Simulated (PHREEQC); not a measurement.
**Alkaline etch or developer (model solution)**

A solution holds 41 mmol/kgw KOH and 23 mmol/kgw K2CO3, at 25 °C. Closed to the air; pH follows from the charge balance.

All values are PHREEQC results (ion-association model, phreeqc.dat), not measurements.

Each row changes one thing in this solution. This is a speciation only: nothing precipitates in the calculation.

```csv
case,pH,ionic strength (mol/kgw)
as made,12.49,0.110
KOH from 0.041 to 0.41 mol/kgw,___,0.479
KOH from 0.041 to 0.0369 mol/kgw,___,0.106
KOH from 0.041 to 0.205 mol/kgw,___,___
K2CO3 replaced by NaHCO3 at the same molality,12.14,0.0808
K2CO3 replaced by KF at the same molality,12.51,0.0640
KOH left out,___,0.0672
0.0014 mol/kgw K2HPO4 added,12.47,0.117
```

**Question.** Fill in the missing entries.

**Answer.** 
- KOH from 0.041 to 0.41 mol/kgw, pH: 13.42
- KOH from 0.041 to 0.0369 mol/kgw, pH: 12.44
- KOH from 0.041 to 0.205 mol/kgw, pH: 13.14
- KOH from 0.041 to 0.205 mol/kgw, ionic strength (mol/kgw): 0.274
- KOH left out, pH: 11.14
